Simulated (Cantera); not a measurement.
Cantera run, input and output.

```python
import numpy as np
import cantera as ct

gas = ct.Solution("gri30.yaml")
gas.TPX = 1575, 400, {'C2H6': 1, 'H2': 23, 'H2O': 0.37}
inlet = ct.Reservoir(gas, clone=True)

reactor = ct.IdealGasConstPressureReactor(gas, energy="off", clone=False)
exhaust = ct.Reservoir(gas, clone=True)
tau = [0.64, 0.3, 0.14, 0.062, 0.029, 0.013, 0.006][0]
for a, b in ((inlet, reactor), (reactor, exhaust)):
    ct.MassFlowController(a, b, mdot=lambda t: reactor.mass / tau)
net = ct.ReactorNet([reactor])
show = ['C2H6', 'H2', 'C2H2', 'CH2', 'C2H4']

rows = []
print(f"{'tau/s':>10s}{'T/K':>9s}" + "".join(f"{s:>11s}" for s in show))
for tau in [0.64, 0.3, 0.14, 0.062, 0.029, 0.013, 0.006]:
    net.initial_time = 0.0
    net.advance(30 * tau)
    before = gas.X
    net.advance(40 * tau)
    drift = np.max(np.abs(gas.X - before) / (gas.X + 1e-9))
    rows.append([gas.T, *gas[show].X, drift])
    print(f"{tau:10.3e}{gas.T:9.1f}" + "".join(f"{x:11.3e}" for x in gas[show].X))
```

It prints:

```
     tau/s      T/K       C2H6         H2       C2H2        CH2       C2H4
 6.400e-01   1575.0  1.094e-04  9.286e-01  2.199e-02  9.865e-07  6.055e-04
 3.000e-01   1575.0  2.101e-04  9.260e-01  1.945e-02  1.314e-06  1.011e-03
 1.400e-01   1575.0  4.060e-04  9.236e-01  1.682e-02  1.698e-06  1.672e-03
 6.200e-02   1575.0  8.258e-04  9.216e-01  1.388e-02  2.156e-06  2.800e-03
 2.900e-02   1575.0  1.611e-03  9.204e-01  1.091e-02  2.624e-06  4.333e-03
 1.300e-02   1575.0  3.272e-03  9.202e-01  7.551e-03  3.157e-06  6.309e-03
 6.000e-03   1575.0  6.472e-03  9.217e-01  4.426e-03  3.616e-06  8.007e-03
```

Cantera simulation using GRI-Mech 3.0 (53 species, 325 reactions); the numbers are that mechanism's predictions, not measurements. GRI-Mech 3.0 stops at C3 and has no aromatics, soot or wall deposition, so with more carbon than oxygen in the feed, carbon stays in small species such as C2H2 where larger ones or solid carbon would form. Radical loss at walls, strong at low pressure, is not modelled.
